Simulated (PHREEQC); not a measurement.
Solution (20 °C): 0.039 mol/kgw TMAH and 0.0089 mol/kgw NaH2PO4. Closed to the air; pH follows from the charge balance.

The numbers come from PHREEQC with the ion-association model, phreeqc.dat.

Precipitation was switched off in this run.

Question: Order these P species by the share of P that they hold, largest first: NaHPO4-, HPO4-2, PO4-3.

Answer: PO4-3 (78 %), HPO4-2 (22 %), NaHPO4- (0.16 %)

The pH is 12.43 and the ionic strength 0.0707 mol/kgw. Species that the database lacks are ignored. (CH3)4N+ isn't in the database: it is added as a free cation with an ion size of 4 Å.
